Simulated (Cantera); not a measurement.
Charge: 1 mol BN, 17 mol O2, held at 1375 K.

Method: chemical equilibrium by Gibbs-energy minimisation in Cantera with the NASA 1993 tables (ideal gas, pure condensed phases). Candidate condensed phases: B, BN, B2O3; 17 gas species. The numbers say what is thermodynamically allowed, not how fast it happens.

x: gas mole fraction; n: condensed amount in mol.

| P (Pa) | x O2 | x N2 | x B2O3 | x BO2 | x NO | x O | n B2O3(l) |
|---|---|---|---|---|---|---|---|
| 1 | 0.940 | 0.0288 | 0.0277 | 0.00255 | 0.000254 | 0.000195 | 0 |
| 3.60 | 0.941 | 0.0288 | 0.0280 | 0.00186 | 0.000254 | 0.000103 | 0 |
| 13 | 0.959 | 0.0294 | … | … | 0.000259 | … | … |
| 46 | 0.967 | 0.0296 | 0.00286 | 0.000316 | 0.000261 | 2.92e-5 | 0.449 |
| 170 | 0.969 | 0.0297 | … | … | 0.000262 | … | 0.486 |
| 600 | 0.970 | 0.0297 | 0.000219 | 4.61e-5 | 0.000262 | 8.09e-6 | 0.496 |
| 2200 | 0.970 | 0.0297 | 5.98e-5 | 1.74e-5 | 0.000262 | 4.23e-6 | 0.499 |
| 7700 | 0.970 | 0.0297 | 1.71e-5 | 6.80e-6 | 0.000262 | 2.26e-6 | 0.500 |
| 28000 | 0.970 | 0.0297 | 4.70e-6 | 2.58e-6 | 0.000262 | 1.18e-6 | 0.500 |
| 100000 | 0.970 | 0.0297 | 1.32e-6 | 9.94e-7 | 0.000262 | 6.27e-7 | 0.500 |

Task: Some entries are withheld; supply them.

Result: 
- 13, x B2O3: 0.0101
- 13, x BO2: 0.000814
- 13, x O: 5.47e-5
- 13, n B2O3(l): 0.322
- 170, x B2O3: 0.000774
- 170, x BO2: 0.000119
- 170, x O: 1.52e-5
